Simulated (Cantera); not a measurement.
Charge: 1 mol CH3SiH3, 0.13 mol C2H2, 580 mol H2, 0.015 mol CH4, at 2075 °C.

Equilibrium computed with Cantera from the NASA thermochemical tables; the gas is ideal and each condensed phase is pure. Candidate condensed phases: C, C6H6, C7H8, C8H18, Si, SiC; 87 gas species. The feed counts by its element totals alone. Gases not in the tables: Si2H6 and higher silanes. Rates play no part.

Question: Which condensed phases are stable at each of these points (P (Pa)): 100, 270, 720, 1900, 5200, 14000, 37000, 100000?

Answer: 
| P (Pa) | condensed phases | Si condensed (%) |
|---|---|---|
| 100 | gas only | 0.0 |
| 270 | gas only | 0.0 |
| 720 | gas only | 0.0 |
| 1900 | gas only | 0.0 |
| 5200 | gas only | 0.0 |
| 14000 | gas only | 0.0 |
| 37000 | gas only | 0.0 |
| 100000 | SiC(s) | 28.5 |

From 100 Pa to 37000 Pa nothing is condensed. At 100000 Pa the condensed part is SiC(s).
